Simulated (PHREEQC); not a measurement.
## Ultrapure water in contact with air or piping (model solution)

Synthetic water in mg/L, 20 °C, pH 6.02, pe 1.6: Na 0.327; K 0.126; Ca 0.158; Mg 0.0402; Cl 0.258; S(6) as SO4 0.719; Alkalinity as HCO3 0.924; Si as SiO2 0.0179.

Valence states are taken as typed.

Computed with PHREEQC (ion-association model, wateq4f.dat).

This is a speciation only: nothing precipitates in the calculation.

**Question.** Estimate the charge-balance error.

**Answer.** charge-balance error -12.9 %.

**Question.** In which forms is C present?

**Answer.** CO2 70 %, HCO3- 30 % of the C.
